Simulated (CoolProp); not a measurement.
Properties of R142b at several states (Tc = 137.1 °C, pc = 4055 kPa, ω = 0.232).

Values from CoolProp's reference Helmholtz-energy equation of state, Lemmon 2006. It is a short technical equation, of lower accuracy than the large ones.

```
T (°C)  p (kPa)   phase       Z  Prandtl number  fugacity coefficient
------  -------  ------  ------  --------------  --------------------
82.35       573     gas  0.9158           0.793                0.9223
-58.35     3100  liquid  0.1338            6.80              0.002915
106.75     32.3     gas  0.9965           0.739                0.9965
```

Viscosity comes from a separate model (Huber 2003), an estimate that may be off by 10 % or more. Thermal conductivity comes from a separate model (Huber 2003), an estimate that may be off by 10 % or more.
